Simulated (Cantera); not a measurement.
A freely propagating, adiabatic, planar premixed flame of C3H8 : O2 : N2 : H2O = 1 : 5.68 : 21.4 : 1.4 (molar parts), unburnt at 473 K and 90.0 Torr; multicomponent+Soret transport, grid criteria slope 0.08 and curve 0.16, no radiation.

Detailed kinetics in Cantera: GRI-Mech 3.0 (53 species, 325 reactions). GRI-Mech 3.0 was tuned for natural gas; its chemistry of propane as a main component is partial and can be far from experiment. Burning velocities carry a grid error of a few per cent, more on coarse grids.

Problem. Predict: laminar burning velocity; thermal thickness; peak x(O); peak x(HCO).

Solution. 
```json
{
 "laminar_burning_velocity": "118 cm/s",
 "thermal_thickness": "2.25 mm",
 "peak x(O)": "0.00789",
 "peak x(HCO)": "9.56e-5"
}
```
